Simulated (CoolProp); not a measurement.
Values from CoolProp's reference Helmholtz-energy equation of state, Akasaka 2023.

Question: For R1336mzz(E), give the phase and the cv (kJ/(kg K)) at 6.05 °C and 0.454 bar.

Answer: 
- 6.05 °C and 0.454 bar: gas; cv 0.745
